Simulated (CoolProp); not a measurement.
Vapour-liquid equilibrium of R134a (1) + R123 (2) at 265.2 K; x and y are mole fractions of (1).

Values from CoolProp's multi-fluid Helmholtz-energy mixture model, Tillner-Roth 1994 and Younglove 1994; pair parameters Bell 2016.

```json
[
 {"x": "0.05", "bubble pressure, mixture model (MPa)": "0.03605", "bubble pressure, Raoult's law (MPa)": "0.03216", "y, mixture model": "0.404", "y, Raoult's law": "0.338"},
 {"x": "0.2", "bubble pressure, mixture model (MPa)": "0.07434", "bubble pressure, Raoult's law (MPa)": "0.06140", "y, mixture model": "0.749", "y, Raoult's law": "0.708"},
 {"x": "0.35", "bubble pressure, mixture model (MPa)": "0.1075", "bubble pressure, Raoult's law (MPa)": "0.09064", "y, mixture model": "0.852", "y, Raoult's law": "0.839"},
 {"x": "0.5", "bubble pressure, mixture model (MPa)": "0.1355", "bubble pressure, Raoult's law (MPa)": "0.1199", "y, mixture model": "0.903", "y, Raoult's law": "0.907"},
 {"x": "0.65", "bubble pressure, mixture model (MPa)": "0.1601", "bubble pressure, Raoult's law (MPa)": "0.1491", "y, mixture model": "0.936", "y, Raoult's law": "0.947"},
 {"x": "0.8", "bubble pressure, mixture model (MPa)": "0.1835", "bubble pressure, Raoult's law (MPa)": "0.1784", "y, mixture model": "0.963", "y, Raoult's law": "0.975"},
 {"x": "0.95", "bubble pressure, mixture model (MPa)": "0.2083", "bubble pressure, Raoult's law (MPa)": "0.2076", "y, mixture model": "0.990", "y, Raoult's law": "0.995"}
]
```

The largest gap from Raoult's law is +21.1 % in bubble pressure, at x = 0.2. No azeotrope shows between x = 0.05 and 0.95.

The pair parameters rest on a limited set of measurements; away from them the model extrapolates.
